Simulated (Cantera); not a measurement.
An isothermal, constant-pressure homogeneous reactor starts with CH4 : N2 = 1 : 15 (molar parts), at 1050 K and 0.0188 atm. Integrator tolerance rtol = 1e-08.

Model: GRI-Mech 3.0 (53 species, 325 reactions), integrated in Cantera. GRI-Mech 3.0 stops at C3 and has no aromatics, soot or wall deposition, so with more carbon than oxygen in the feed, carbon stays in small species such as C2H2 where larger ones or solid carbon would form. Radical loss at walls, strong at low pressure, is not modelled.

Task: What does this change do: temperature 1050 to 1800 K?

Result: 
```tsv
quantity	before	after
x(CH4) at 4.00 s	0.0625 (gas-phase equilibrium 0.0201)	4.40e-5 (gas-phase equilibrium 2.29e-6)
x(C2H) at 4.00 s	<1e-12 (gas-phase equilibrium <1e-12)	2.21e-6 (gas-phase equilibrium 4.99e-7)
x(C2H6) at 4.00 s	1.13e-11 (gas-phase equilibrium 1.86e-6)	1.35e-10 (gas-phase equilibrium <1e-12)
x(H) at 4.00 s	<1e-12 (gas-phase equilibrium 1.43e-8)	0.000754 (gas-phase equilibrium 0.000775)
x(C2H4) at 4.00 s	<1e-12 (gas-phase equilibrium 0.00142)	1.15e-6 (gas-phase equilibrium 2.50e-7)
x(HCN) at 4.00 s	<1e-12 (gas-phase equilibrium 0.0226)	5.77e-5 (gas-phase equilibrium 0.0459)
```
